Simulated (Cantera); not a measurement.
Input: 1 mol CH3OH, 0.022 mol CO2, 20 mol N2, held at 1 atm.

Equilibrium computed with Cantera from the NASA thermochemical tables; the gas is ideal and each condensed phase is pure. Candidate condensed phases: C, C6H6, C7H8, C8H18, H2O; 136 gas species. Rates play no part.

x: gas mole fraction; n: condensed amount in mol.

```
T (K)   x N2    x H2     x CO     x H2O     x CH4     x CO2  n C(graphite)
-----  -----  ------  -------  --------  --------  --------  -------------
723    0.907  0.0449  0.00257    0.0239    0.0109    0.0105              …
823    0.891  0.0676   0.0142    0.0129   0.00432   0.00975              …
923    0.876  0.0803   0.0340   0.00428   0.00152   0.00371              …
1023   0.870  0.0849   0.0430   0.00101  0.000547  0.000672              …
1123   0.869  0.0860   0.0440  0.000707   7.88e-5  0.000331              0
1223   0.869  0.0861   0.0441  0.000718   1.08e-5  0.000252              0
1323   0.869  0.0861   0.0442  0.000752   1.92e-6  0.000208              0
1423   0.869  0.0861   0.0442  0.000781   4.36e-7  0.000177              0
```

### Question
What belongs in the gaps?

### Answer

- 723, n C(graphite): 0.494
- 823, n C(graphite): 0.388
- 923, n C(graphite): 0.126
- 1023, n C(graphite): 0.00411
